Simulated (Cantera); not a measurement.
A freely propagating, adiabatic, planar premixed flame of CO : H2 : CH4 : O2 : N2 = 1 : 0.059 : 0.29 : 1.25 : 4.69 (molar parts), unburnt at 600 K and 0.133 bar; mixture-averaged transport, grid criteria slope 0.08 and curve 0.16, no radiation.

Detailed kinetics in Cantera: GRI-Mech 3.0 (53 species, 325 reactions). Burning velocities carry a grid error of a few per cent, more on coarse grids.

Task: What does this change do: inlet temperature 600 to 573 K?

Result: 
| quantity | before | after |
|---|---|---|
| laminar burning velocity | 228 cm/s | 210 cm/s |
| thermal thickness | 2.74 mm | 2.77 mm |
| peak x(CH2) | 7.55e-6 | 7.12e-6 |
| peak x(HCN) | 6.66e-8 | 6.32e-8 |
| peak x(C2H) | <1e-8 | <1e-8 |

Task: What does this change do: CH4 0.29 to 0.37 parts?

Result: 
```json
[
 {"quantity": "laminar burning velocity", "before": "228 cm/s", "after": "247 cm/s"},
 {"quantity": "thermal thickness", "before": "2.74 mm", "after": "2.26 mm"},
 {"quantity": "peak x(CH2)", "before": "7.55e-6", "after": "1.55e-5"},
 {"quantity": "peak x(HCN)", "before": "6.66e-8", "after": "2.06e-7"},
 {"quantity": "peak x(C2H)", "before": "<1e-8", "after": "<1e-8"}
]
```
